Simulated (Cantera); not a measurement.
## Diamond growth

A diamond (100) surface in a fixed gas of H2 with x(CH4) = 0.008, x(H) = 0.011, x(CH3) = 0.0001, at 998 K; coverages are run to steady state.

Computed with Cantera and the Harris–Goodwin 1993 mechanism for the reconstructed diamond (100) surface.

| P (Pa) | growth (µm/h) | θ c6HH | θ c6H* | θ c6*H | θ c6** | θ c6HM |
|---|---|---|---|---|---|---|
| 400 | 0.174 | 0.595 | 0.0180 | 0.371 | 0.00956 | 0.00413 |
| 740 | 0.349 | 0.595 | 0.0180 | 0.371 | 0.00955 | 0.00448 |
| 1400 | 0.692 | 0.595 | 0.0181 | 0.371 | 0.00955 | 0.00470 |
| 2600 | 1.32 | 0.595 | 0.0181 | 0.371 | 0.00956 | 0.00482 |
| 4900 | 2.52 | 0.595 | 0.0181 | 0.371 | 0.00956 | 0.00489 |
| 9200 | 4.77 | 0.595 | 0.0182 | 0.371 | 0.00958 | 0.00493 |
| 17000 | 8.86 | 0.595 | 0.0184 | 0.371 | 0.00960 | 0.00496 |
| 32000 | 16.8 | 0.595 | 0.0187 | 0.370 | 0.00965 | 0.00498 |
θ: site fractions in the mechanism's names (c6HH fully hydrogenated, c6H* and c6*H radical sites, c6** diradical, c6HM methylated).
